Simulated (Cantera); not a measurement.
An adiabatic, constant-volume homogeneous reactor starts with CH4 : O2 : N2 : H2O = 1 : 3.51 : 13.2 : 0.79 (molar parts), equivalence ratio 0.57, at 1450 K and 230000 Pa.

Model: GRI-Mech 3.0 (53 species, 325 reactions), integrated in Cantera.

Predict: time of steepest temperature rise; temperature at 3.00 s; equilibrium temperature; x(O2) at 3.00 s; x(H2O) at 3.00 s; x(HCO) at 3.00 s; x(CO) at 3.00 s.


| Property | Result |
|---|---|
| time of steepest temperature rise | 0.863 ms |
| temperature at 3.00 s | 2616 K |
| equilibrium temperature | 2616 K |
| x(O2) at 3.00 s | 0.0726 (gas-phase equilibrium 0.0726) |
| x(H2O) at 3.00 s | 0.140 (gas-phase equilibrium 0.140) |
| x(HCO) at 3.00 s | 2.99e-9 (gas-phase equilibrium 2.99e-9) |
| x(CO) at 3.00 s | 0.00577 (gas-phase equilibrium 0.00577) |
